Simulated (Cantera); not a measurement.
## Hydrogen reduction and annealing atmospheres: PbS + H2 + N2

Charge: 1 mol PbS, 0.31 mol H2, a varied amount of N2, held at 1.00 bar.

These are equilibrium values from Cantera (NASA tables, ideal gas, pure condensed phases), not measurements of a reactor. Candidate condensed phases: Pb, PbS, S; 18 gas species. Mutual solubility and eutectic melting of coexisting phases are not modelled. Kinetics and transport are ignored.

Stable condensed phases:

```
T in K \ n(N2) in mol
         6.3   8  10  13  16  20  26  33  41  52  66
   1900    A   A   A   A   A   A   A   A   A   A   A
   1850    A   A   A   A   A   A   A   A   A   A   A
   1800    A   A   A   A   A   A   A   A   A   A   A
   1750    A   A   A   A   A   A   A   A   A   A   A
   1700    A   A   A   A   A   A   A   A   A   A   A
   1650    A   A   A   A   A   A   A   A   A   A   A
   1600    A   A   A   A   A   A   A   A   A   A   A
   1550    A   A   A   A   A   A   A   A   A   A   A
   1500    A   A   A   A   A   A   A   A   A   A   A
   1450    A   A   A   A   A   A   A   A   A   A   A
   1400    A   A   A   A   A   A   A   A   A   A   A
   1350    B   B   C   A   A   A   A   A   A   A   A
   1300    B   B   B   B   C   C   A   A   A   A   A
   1250    B   B   B   B   B   B   C   C   C   C   A
```

A: gas only; B: Pb + PbS; C: PbS.
